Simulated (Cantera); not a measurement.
Equilibrium for hydrogen reduction and annealing atmospheres: FeS2 + H2 + N2

A closed system holds: 1 mol FeS2, 12 mol H2, 5.6 mol N2, held at 802 °C and 37.0 mbar.

These are equilibrium values from Cantera (NASA tables, ideal gas, pure condensed phases), not measurements of a reactor. Candidate condensed phases: Fe, FeS, FeS2, S; 16 gas species. FeS: taken at fixed stoichiometry. The numbers say what is thermodynamically allowed, not how fast it happens.

x(H2): 0.625
x(N2): 0.318
x(H2S): 0.0567
x(S2): 5.46e-5
x(SH): 8.95e-6
x(NH3): 3.77e-6
n(FeS(s)): 1.00 mol
gas amount: 17.60 mol
log10 activity of Fe(α) (absent): -1.67
log10 activity of S(l) (absent): -3.40
